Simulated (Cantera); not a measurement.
Input (Python, Cantera) and output of one run.

```python
import numpy as np
import cantera as ct

gas_names = """
    H O2
""".split()
cond_names = """
    Li2O(s) Li2O(L) LiOH(s) LiOH(L)
""".split()


# ... load() reads the species with a 1 bar reference pressure and builds the phases ...
species = {s.name: s for s in load("nasa_gas.yaml", gas_names) + load("nasa_condensed.yaml", cond_names)}
# Each term lists the table entries of one substance; the one whose range holds T is used.
reactions = {
    '2 Li2O + 4 H(g) + O2(g) = 4 LiOH':
        [(-2, ['Li2O(s)', 'Li2O(L)']), (-4, ['H']), (-1, ['O2']), (4, ['LiOH(s)', 'LiOH(L)'])],
}


def pick(names, T):
    return next(species[n] for n in names if species[n].thermo.min_temp <= T <= species[n].thermo.max_temp)


results = []
for label, terms in reactions.items():
    print(label)
    print("     T/K   dH/kJ  dS/(J/K)   dG/kJ   log10 K")
    for T in [973, 1023, 1073, 1123, 1173, 1223]:
        used = [(nu, pick(names, T)) for nu, names in terms]
        dH = sum(nu * s.thermo.h(T) for nu, s in used) / 1e6
        dS = sum(nu * s.thermo.s(T) for nu, s in used) / 1e3
        dG = dH - T * dS / 1e3
        logK = -dG * 1e6 / (ct.gas_constant * T * np.log(10))
        results.append((label, T, dH, dS, dG, logK, [s.name for _, s in used]))
        print(f"{T:8g} {dH:8.1f} {dS:8.1f} {dG:8.1f} {logK:8.2f}")
```

Output:

```
2 Li2O + 4 H(g) + O2(g) = 4 LiOH
     T/K   dH/kJ  dS/(J/K)   dG/kJ   log10 K
     973  -1514.7   -439.0  -1087.5    58.38
    1023  -1512.4   -435.9  -1066.5    54.45
    1073  -1509.7   -433.3  -1044.7    50.86
    1123  -1507.0   -430.9  -1023.1    47.59
    1173  -1504.6   -428.8  -1001.6    44.60
    1223  -1502.2   -426.8   -980.2    41.87
```

Standard-state values (1 bar) from the NASA 1993 polynomials, evaluated with Cantera. Condensed species are held in their standard states even where they would react or evaporate.
